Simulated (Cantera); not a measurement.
Input (Python, Cantera) and output of one run.

```python
import numpy as np
import cantera as ct

gas_names = """
    CL CLO CL2 H HCL HOCL HO2 H2 H2O H2O2 Li LiCL LiH LiO LiOH Li2 Li2CL2 Li2O Li2O2 Li2O2H2 Li3CL3 O OH
    O2 O3
""".split()
cond_names = """
    H2O(s) H2O(L) Li(cr) Li(L) LiCL(s) LiCL(L) LiH(s) LiH(L) LiOH(s) LiOH(L) Li2O(s) Li2O(L)
""".split()


# ... load() reads the species with a 1 bar reference pressure and builds the phases ...
atoms = {
    'LiCl': {'Li': 1, 'CL': 1},
    'O2': {'O': 2},
    'H2': {'H': 2},
}
top_T = {}  # K; cautious upper limits of use, not melting points


# ... equilibrate(T, P, feed) seeds the gas with the atoms and calls Mixture.equilibrate('TP', solver="vcs", rtol=1e-11, max_steps=5000) ...
results = []
feed = {'LiCl': 1, 'O2': 0.84, 'H2': 0.4}  # mol
P = 8000  # Pa
for T in [1148, 1198, 1248, 1298, 1348, 1398, 1448, 1498, 1548, 1598, 1648]:
    mix = equilibrate(T, P, feed)
    results.append((T, P, feed, dict(zip(mix.species_names, mix.species_moles))))
    x = sorted(zip(gas.X, gas.species_names), reverse=True)
    print(f"T = {T:g} K  P = {P:g} Pa  gas = {mix.phase_moles(0):.4g} mol")
    print("   x: " + "  ".join(f"{s} {v:.3e}" for v, s in x if v > 1e-06))
    print("   condensed (mol): " + ("  ".join(f"{mix.phase(i).name} {mix.phase_moles(i):.4g}"
          for i in range(1, mix.n_phases) if mix.phase_moles(i) > 1e-12) or "none"))
```

Output:

```
T = 1148 K  P = 8000 Pa  gas = 1.132 mol
   x: O2 5.655e-01  H2O 3.530e-01  LiCL 4.001e-02  Li2CL2 3.940e-02  Li3CL3 1.319e-03  HCL 3.865e-04  LiOH 3.752e-04  OH 6.472e-06  Li2O2H2 6.196e-06  CL 1.045e-06
   condensed (mol): LiCL(L) 0.8606
T = 1198 K  P = 8000 Pa  gas = 1.243 mol
   x: O2 5.149e-01  H2O 3.211e-01  LiCL 8.555e-02  Li2CL2 7.487e-02  Li3CL3 2.191e-03  HCL 6.929e-04  LiOH 6.820e-04  OH 1.228e-05  Li2O2H2 6.927e-06  CL 2.910e-06
   condensed (mol): LiCL(L) 0.6985
T = 1248 K  P = 8000 Pa  gas = 1.507 mol
   x: O2 4.247e-01  H2O 2.643e-01  LiCL 1.713e-01  Li2CL2 1.340e-01  Li3CL3 3.455e-03  HCL 1.123e-03  LiOH 1.116e-03  OH 2.043e-05  CL 7.267e-06  Li2O2H2 6.854e-06
   condensed (mol): LiCL(L) 0.3206
T = 1298 K  P = 8000 Pa  gas = 1.769 mol
   x: O2 3.617e-01  LiCL 2.605e-01  H2O 2.244e-01  Li2CL2 1.475e-01  Li3CL3 2.716e-03  LiOH 1.588e-03  HCL 1.583e-03  OH 3.310e-05  CL 1.523e-05  Li2O2H2 5.531e-06
   condensed (mol): none
T = 1348 K  P = 8000 Pa  gas = 1.832 mol
   x: O2 3.492e-01  LiCL 3.183e-01  H2O 2.161e-01  Li2CL2 1.108e-01  LiOH 2.120e-03  HCL 2.100e-03  Li3CL3 1.241e-03  OH 5.634e-05  CL 2.833e-05  Li2O2H2 4.214e-06
   condensed (mol): none
T = 1398 K  P = 8000 Pa  gas = 1.89 mol
   x: LiCL 3.680e-01  O2 3.386e-01  H2O 2.089e-01  Li2CL2 7.840e-02  LiOH 2.720e-03  HCL 2.677e-03  Li3CL3 5.320e-04  OH 9.241e-05  CL 4.946e-05  Li2O2H2 3.152e-06  O 1.887e-06
   condensed (mol): none
T = 1448 K  P = 8000 Pa  gas = 1.937 mol
   x: LiCL 4.064e-01  O2 3.304e-01  H2O 2.031e-01  Li2CL2 5.293e-02  LiOH 3.379e-03  HCL 3.301e-03  Li3CL3 2.177e-04  OH 1.469e-04  CL 8.172e-05  O 3.964e-06  Li2O2H2 2.334e-06  H2 1.150e-06
   condensed (mol): none
T = 1498 K  P = 8000 Pa  gas = 1.971 mol
   x: LiCL 4.335e-01  O2 3.245e-01  H2O 1.988e-01  Li2CL2 3.471e-02  LiOH 4.092e-03  HCL 3.966e-03  OH 2.272e-04  CL 1.289e-04  Li3CL3 8.709e-05  O 7.948e-06  H2 2.272e-06  Li2O2H2 1.727e-06
   condensed (mol): none
T = 1548 K  P = 8000 Pa  gas = 1.995 mol
   x: LiCL 4.512e-01  O2 3.206e-01  H2O 1.955e-01  Li2CL2 2.248e-02  LiOH 4.861e-03  HCL 4.668e-03  OH 3.428e-04  CL 1.956e-04  Li3CL3 3.488e-05  O 1.527e-05  H2 4.303e-06  Li2O2H2 1.286e-06
   condensed (mol): none
T = 1598 K  P = 8000 Pa  gas = 2.011 mol
   x: LiCL 4.624e-01  O2 3.180e-01  H2O 1.931e-01  Li2CL2 1.458e-02  LiOH 5.691e-03  HCL 5.406e-03  OH 5.051e-04  CL 2.874e-04  O 2.823e-05  Li3CL3 1.424e-05  H2 7.843e-06  CLO 1.002e-06
   condensed (mol): none
T = 1648 K  P = 8000 Pa  gas = 2.021 mol
   x: LiCL 4.690e-01  O2 3.163e-01  H2O 1.911e-01  Li2CL2 9.552e-03  LiOH 6.586e-03  HCL 6.178e-03  OH 7.280e-04  CL 4.107e-04  O 5.035e-05  H2 1.379e-05  Li3CL3 5.995e-06  Li 1.439e-06  CLO 1.351e-06  LiO 1.227e-06  H 1.169e-06
   condensed (mol): none
```

These are equilibrium values from Cantera (NASA tables, ideal gas, pure condensed phases), not measurements of a reactor.
